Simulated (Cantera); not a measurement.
## Reactions in the system Cs-H-O

Cantera with NASA thermochemical tables; ideal gases at 1 bar, condensed phases pure. Values are per mole of reaction as written; species without (g) are pure solids or liquids, kept so even where they would boil at 1 bar.

2 CsOH + H₂(g) = 2 H₂O(g) + 2 Cs(g)

| T (K) | ΔH° (kJ) | ΔS° (J/K) | ΔG° (kJ) | log10 K |
|---|---|---|---|---|
| 973 | 429.1 | 268.2 | 168.2 | -9.03 |
| 998 | 427.4 | 266.4 | 161.5 | -8.45 |
| 1023 | 425.7 | 264.7 | 154.9 | -7.91 |
| 1048 | 424.0 | 263.0 | 148.3 | -7.39 |
| 1073 | 422.3 | 261.4 | 141.7 | -6.90 |
| 1098 | 420.6 | 259.9 | 135.2 | -6.43 |
| 1123 | 418.9 | 258.4 | 128.8 | -5.99 |
| 1148 | 417.2 | 256.9 | 122.3 | -5.57 |
| 1173 | 415.6 | 255.5 | 115.9 | -5.16 |

2 O(g) + 2 Cs(g) + H₂(g) = 2 CsOH

| T (K) | ΔH° (kJ) | ΔS° (J/K) | ΔG° (kJ) | log10 K |
|---|---|---|---|---|
| 973 | -1429.7 | -508.2 | -935.2 | 50.21 |
| 998 | -1428.4 | -506.9 | -922.5 | 48.28 |
| 1023 | -1427.2 | -505.7 | -909.9 | 46.46 |
| 1048 | -1426.0 | -504.5 | -897.2 | 44.72 |
| 1073 | -1424.7 | -503.3 | -884.6 | 43.06 |
| 1098 | -1423.5 | -502.2 | -872.1 | 41.49 |
| 1123 | -1422.2 | -501.1 | -859.5 | 39.98 |
| 1148 | -1421.0 | -500.0 | -847.0 | 38.54 |
| 1173 | -1419.8 | -498.9 | -834.5 | 37.16 |
